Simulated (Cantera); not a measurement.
A Cantera script and its output.

```python
import numpy as np
import cantera as ct

gas = ct.Solution("gri30.yaml")
gas.TPX = 575, 13332, {'CH4': 1, 'O2': 2.86, 'N2': 10.7}
flame = ct.FreeFlame(gas, width=0.16)
flame.set_refine_criteria(ratio=3, slope=0.08, curve=0.16)
flame.transport_model = "mixture-averaged"
flame.solve(loglevel=0, auto=True)
z, T = flame.grid, flame.T
thick = (T[-1] - T[0]) / np.gradient(T, z).max()
show = ['CH4', 'O2', 'CO', 'O', 'CH3', 'HCN']
print(f"laminar burning velocity  {flame.velocity[0] * 100:.3f} cm/s")
print(f"burnt temperature         {T[-1]:.1f} K")
print(f"thermal thickness         {thick * 1e3:.4f} mm")
print(f"grid points               {len(z)}")
z0 = z[flame.heat_release_rate.argmax()]
print(f"{'z/mm':>9s}{'T/K':>9s}{'u/(m/s)':>9s}" + "".join(f"{s:>11s}" for s in show))
rows = []
for k in (-3, -2, -1.5, -1, -0.5, -0.25, 0, 0.25, 0.5, 1, 2, 4, 8):
    zz = z0 + k * thick
    rows.append([k * thick, np.interp(zz, z, T), np.interp(zz, z, flame.velocity),
                 *(np.interp(zz, z, flame.X[gas.species_index(s)]) for s in show)])
    print(f"{rows[-1][0] * 1e3:9.3f}{rows[-1][1]:9.1f}{rows[-1][2]:9.3f}" + "".join(f"{x:11.3e}" for x in rows[-1][3:]))
```

It prints:

```
laminar burning velocity  135.637 cm/s
burnt temperature         2034.8 K
thermal thickness         2.2959 mm
grid points               152
     z/mm      T/K  u/(m/s)        CH4         O2         CO          O        CH3        HCN
   -6.888    575.0    1.357  6.865e-02  1.964e-01  3.647e-07  2.214e-10  4.782e-08  5.129e-13
   -4.592    575.5    1.359  6.855e-02  1.962e-01  7.832e-06  8.754e-09  8.350e-07  1.102e-11
   -3.444    578.3    1.367  6.829e-02  1.958e-01  5.509e-05  7.672e-08  4.668e-06  1.035e-10
   -2.296    608.4    1.444  6.634e-02  1.934e-01  7.360e-04  1.089e-06  3.218e-05  2.339e-09
   -1.148    852.7    2.044  5.150e-02  1.747e-01  8.744e-03  3.042e-05  3.368e-04  4.633e-08
   -0.574   1168.7    2.827  3.051e-02  1.448e-01  2.238e-02  2.289e-04  1.313e-03  1.545e-07
    0.000   1495.6    3.644  8.805e-03  1.064e-01  3.705e-02  1.596e-03  1.118e-03  3.513e-07
    0.574   1634.3    3.989  1.004e-03  8.240e-02  3.739e-02  5.151e-03  1.624e-04  3.137e-07
    1.148   1667.0    4.063  6.642e-05  7.313e-02  3.066e-02  7.590e-03  1.087e-05  1.371e-07
    2.296   1696.1    4.116  2.361e-07  6.749e-02  2.087e-02  8.753e-03  4.117e-08  1.686e-08
    4.592   1734.4    4.191  5.860e-11  6.458e-02  1.407e-02  8.606e-03  1.114e-11  4.290e-10
    9.184   1785.4    4.298  4.553e-17  6.310e-02  1.140e-02  7.491e-03  1.810e-17  5.471e-13
   18.367   1848.5    4.431  2.052e-19  6.197e-02  9.665e-03  5.761e-03  2.914e-18  2.803e-14
```

Detailed kinetics in Cantera: GRI-Mech 3.0 (53 species, 325 reactions). Burning velocities carry a grid error of a few per cent, more on coarse grids.
